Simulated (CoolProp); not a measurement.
Vapour-liquid equilibrium of carbon dioxide (1) + hydrogen sulfide (2) at 2.06 MPa; x and y are mole fractions of (1).

Computed with CoolProp (multi-fluid Helmholtz-energy mixture model, Span 1996 and Lemmon 2006; pair parameters Kunz 2012).

| x | bubble temperature, mixture model (K) | bubble temperature, Raoult's law (K) | y, mixture model | y, Raoult's law |
|---|---|---|---|---|
| 0.05 | 291.0 | 294.8 | 0.191 | 0.144 |
| 0.125 | 281.8 | 289.2 | 0.386 | 0.317 |
| 0.2 | 275.3 | 284.4 | 0.510 | 0.450 |
| 0.275 | 270.7 | 280.1 | 0.592 | 0.557 |
| 0.35 | 267.3 | 276.3 | 0.651 | 0.643 |
| 0.425 | 264.8 | 272.9 | 0.696 | 0.714 |
| 0.5 | 262.7 | 269.8 | 0.734 | 0.773 |
| 0.575 | 261.0 | 267.0 | 0.767 | 0.823 |
| 0.65 | 259.5 | 264.4 | 0.800 | 0.866 |
| 0.725 | 258.2 | 262.0 | 0.834 | 0.902 |
| 0.8 | 257.0 | 259.8 | 0.871 | 0.934 |
| 0.875 | 256.0 | 257.7 | 0.913 | 0.961 |
| 0.95 | 255.1 | 255.8 | 0.962 | 0.985 |

The largest gap from Raoult's law is -9.4 K in bubble temperature, at x = 0.275. No azeotrope shows between x = 0.05 and 0.95.

The pair parameters rest on a limited set of measurements; away from them the model extrapolates.
